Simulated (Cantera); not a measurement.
Cantera run, input and output.

```python
import numpy as np
import cantera as ct

gas = ct.Solution("gri30.yaml")
gas.TPX = 698, 140000, {'CH4': 1, 'O2': 2.44, 'N2': 23.7}
inlet = ct.Reservoir(gas, clone=True)
gas.equilibrate("HP")  # start burning
reactor = ct.IdealGasConstPressureReactor(gas, energy="on", clone=False)
exhaust = ct.Reservoir(gas, clone=True)
tau = [0.38, 0.12, 0.036, 0.011, 0.0034, 0.001, 0.00032, 9.9e-05, 3e-05][0]
for a, b in ((inlet, reactor), (reactor, exhaust)):
    ct.MassFlowController(a, b, mdot=lambda t: reactor.mass / tau)
net = ct.ReactorNet([reactor])
show = ['CH4', 'O2', 'N2O', 'H2O2', 'C2H2', 'C2H']

rows = []
print(f"{'tau/s':>10s}{'T/K':>9s}" + "".join(f"{s:>11s}" for s in show))
for tau in [0.38, 0.12, 0.036, 0.011, 0.0034, 0.001, 0.00032, 9.9e-05, 3e-05]:
    net.initial_time = 0.0
    net.advance(30 * tau)
    before = gas.X
    net.advance(40 * tau)
    drift = np.max(np.abs(gas.X - before) / (gas.X + 1e-9))
    rows.append([gas.T, *gas[show].X, drift])
    print(f"{tau:10.3e}{gas.T:9.1f}" + "".join(f"{x:11.3e}" for x in gas[show].X))
```

Result:

```
     tau/s      T/K        CH4         O2        N2O       H2O2       C2H2        C2H
 3.800e-01   1543.8  7.512e-06  1.626e-02  5.217e-07  5.496e-08  3.876e-09  8.072e-13
 1.200e-01   1540.9  1.571e-05  1.637e-02  5.783e-07  9.495e-08  7.188e-09  2.099e-12
 3.600e-02   1534.6  3.417e-05  1.664e-02  5.107e-07  1.622e-07  1.258e-08  5.094e-12
 1.100e-02   1521.9  7.509e-05  1.726e-02  4.005e-07  2.654e-07  2.182e-08  1.147e-11
 3.400e-03   1496.7  1.772e-04  1.862e-02  3.021e-07  4.199e-07  4.613e-08  2.755e-11
 1.000e-03   1431.8  6.714e-04  2.300e-02  1.998e-07  6.298e-07  2.457e-07  9.913e-11
 3.200e-04    698.0  3.685e-02  8.990e-02 -9.469e-22  1.724e-19 -9.222e-21 -1.268e-42
 9.900e-05    698.0  3.685e-02  8.990e-02  1.666e-23  1.829e-20  1.622e-22  2.503e-43
 3.000e-05    698.0  3.685e-02  8.990e-02  1.041e-26  1.608e-21  8.917e-26  8.803e-47
```

Cantera simulation using GRI-Mech 3.0 (53 species, 325 reactions); the numbers are that mechanism's predictions, not measurements.
